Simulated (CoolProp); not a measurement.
Vapour-liquid equilibrium of dimethyl carbonate (1) + n-decane (2) at 426.8 K; x and y are mole fractions of (1).

Model: multi-fluid Helmholtz-energy mixture model, Zhou 2011 and Lemmon 2006; pair parameters Bell 2016, in CoolProp.

```csv
x,bubble pressure (MPa),y at the bubble point,dew pressure at overall composition x (MPa),liquid density (mol/L)
0.05,0.1341,0.570,0.06150,4.494
0.125,0.2238,0.749,0.06678,4.686
0.2,0.2892,0.812,0.07302,4.895
0.275,0.3361,0.843,0.08050,5.123
0.35,0.3699,0.862,0.08966,5.375
0.425,0.3950,0.876,0.1011,5.656
0.5,0.4149,0.886,0.1159,5.971
0.575,0.4323,0.896,0.1357,6.328
0.65,0.4489,0.906,0.1636,6.736
0.725,0.4661,0.918,0.2055,7.206
0.8,0.4847,0.933,0.2745,7.752
0.875,0.5050,0.952,0.3939,8.393
0.95,0.5270,0.978,0.5033,9.151
```

No azeotrope shows between x = 0.05 and 0.95.

The pair parameters rest on a limited set of measurements; away from them the model extrapolates. With so large a gap from Raoult's law the liquid may split in two, which this calculation doesn't test in full.
